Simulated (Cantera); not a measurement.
## Hydrocarbon pyrolysis for carbon deposition

A perfectly stirred reactor is fed with C2H6 : N2 = 0.53 : 1.1 (molar parts), at 0.353 Torr; it is held at 1798 K, and followed from long to short residence time.

Model: GRI-Mech 3.0 (53 species, 325 reactions), integrated in Cantera. GRI-Mech 3.0 stops at C3 and has no aromatics, soot or wall deposition, so with more carbon than oxygen in the feed, carbon stays in small species such as C2H2 where larger ones or solid carbon would form. Radical loss at walls, strong at low pressure, is not modelled.

| τ (s) | x C2H6 | x CH3 | x C2H | x HCN | x CH2 | x H |
|---|---|---|---|---|---|---|
| 20 | 3.04e-5 | 0.00186 | 1.26e-5 | 0.000137 | 1.14e-5 | 0.00285 |
| 4.4 | 0.000136 | 0.00412 | 1.34e-5 | 5.82e-5 | 2.09e-5 | 0.00299 |
| 0.96 | 0.000597 | 0.00912 | 1.52e-5 | 2.54e-5 | 3.74e-5 | 0.00329 |
| 0.21 | 0.00260 | 0.0198 | 1.72e-5 | 1.12e-5 | 6.47e-5 | 0.00366 |
| 0.046 | 0.0114 | 0.0410 | 1.76e-5 | 5.02e-6 | 0.000110 | 0.00385 |
| 0.010 | 0.0497 | 0.0753 | 1.10e-5 | 2.12e-6 | 0.000172 | 0.00342 |
| 0.0022 | 0.165 | 0.0863 | 1.63e-6 | 5.74e-7 | 0.000166 | 0.00205 |
| 0.00049 | 0.283 | 0.0429 | 4.73e-9 | 2.74e-8 | 5.16e-5 | 0.000528 |
| 0.00011 | 0.316 | 0.0124 | <1e-12 | 9.55e-12 | 2.53e-6 | 2.83e-5 |
x: mole fraction; the columns are a selection and need not sum to one.
